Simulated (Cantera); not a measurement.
# SiH₄ + CH₄ + H₂ (silicon carbide growth)

A closed system holds: 1 mol SiH₄, 0.018 mol CH₄, 720 mol H₂, equilibrated at 72.8 Torr.

Cantera equilibrium calculation (NASA polynomials, part measured and part estimated; ideal gas, pure solids and liquids). Candidate condensed phases: C, C₆H₆, C₇H₈, C₈H₁₈, Si, SiC; 87 gas species. Mutual solubility and eutectic melting of coexisting phases are not modelled. Gases not in the tables: Si₂H₆ and higher silanes. Rates play no part.

| T (K) | x H₂ | x H | x Si | x SiH | x SiH₂ | n Si(s) | n SiC(s) | n Si(l) |
|---|---|---|---|---|---|---|---|---|
| 1623 | 1.000 | 0.000222 | 1.61e-6 | 1.01e-6 | 6.47e-6 | 0.977 | 0.0168 | 0 |
| 1673 | 1.000 | 0.000366 | 4.31e-6 | 2.27e-6 | 1.10e-5 | 0.970 | 0.0168 | 0 |
| 1723 | 0.999 | 0.000585 | 1.01e-5 | 4.54e-6 | 1.70e-5 | 0 | 0.0167 | 0.960 |
| 1773 | 0.999 | 0.000913 | 2.20e-5 | 8.44e-6 | 2.47e-5 | 0 | 0.0165 | 0.943 |
| 1823 | 0.999 | 0.00139 | 4.56e-5 | 1.52e-5 | 3.51e-5 | 0 | 0.0160 | 0.913 |
| 1873 | 0.998 | 0.00207 | 9.09e-5 | 2.64e-5 | 4.89e-5 | 0 | 0.0150 | 0.861 |
| 1923 | 0.997 | 0.00302 | 0.000175 | 4.45e-5 | 6.71e-5 | 0 | 0.0129 | 0.772 |
| 1973 | 0.995 | 0.00432 | 0.000325 | 7.31e-5 | 9.04e-5 | 0 | 0.00823 | 0.620 |
| 2023 | 0.993 | 0.00608 | 0.000587 | 0.000117 | 0.000120 | 0 | 0 | 0.366 |
| 2073 | 0.990 | 0.00840 | 0.000983 | 0.000175 | 0.000150 | 0 | 0 | 0 |
| 2123 | 0.987 | 0.0114 | 0.00104 | 0.000166 | 0.000120 | 0 | 0 | 0 |
| 2173 | 0.983 | 0.0154 | 0.00108 | 0.000156 | 9.59e-5 | 0 | 0 | 0 |
| 2223 | 0.978 | 0.0203 | 0.00112 | 0.000146 | 7.68e-5 | 0 | 0 | 0 |
x: gas mole fraction; n: condensed amount in mol.

From 1623 K to 1673 K the condensed part is Si(s) + SiC(s). From 1723 K to 1973 K the condensed part is Si(l) + SiC(s). At 2023 K the condensed part is Si(l). From 2073 K to 2223 K nothing is condensed. The main Si-bearing gas is SiH₂ at 1623 K and Si at 2223 K.
